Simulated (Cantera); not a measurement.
An isothermal, constant-pressure homogeneous reactor starts with CH4 : H2O : H2 = 1 : 0.94 : 0.19 (molar parts), at 1275 K and 750 Torr. Integrator tolerance rtol = 1e-08.

Cantera simulation using GRI-Mech 3.0 (53 species, 325 reactions); the numbers are that mechanism's predictions, not measurements.

```
quantity                                              before                                      after
-----------------  -----------------------------------------  -----------------------------------------
x(CH4) at 70.0 s        0.319 (gas-phase equilibrium 0.0157)    0.00213 (gas-phase equilibrium 0.00213)
x(H2O) at 70.0 s      0.398 (gas-phase equilibrium 0.000659)    6.85e-6 (gas-phase equilibrium 6.96e-6)
x(H2) at 70.0 s          0.226 (gas-phase equilibrium 0.750)        0.760 (gas-phase equilibrium 0.760)
x(C2H2) at 70.0 s     0.0276 (gas-phase equilibrium 2.70e-6)    0.00623 (gas-phase equilibrium 0.00623)
x(H) at 70.0 s       3.10e-7 (gas-phase equilibrium 6.42e-7)  0.000465 (gas-phase equilibrium 0.000465)
x(HCO) at 70.0 s   4.65e-12 (gas-phase equilibrium 6.93e-10)    5.58e-8 (gas-phase equilibrium 5.58e-8)
```

Question: What was changed between the two runs?
A. temperature 1275 to 1848 K
B. temperature 1275 to 2175 K
C. pressure from 750 Torr to 100.0 Torr
D. CH4 1 to 3.6 parts

Answer: A, temperature 1275 to 1848 K
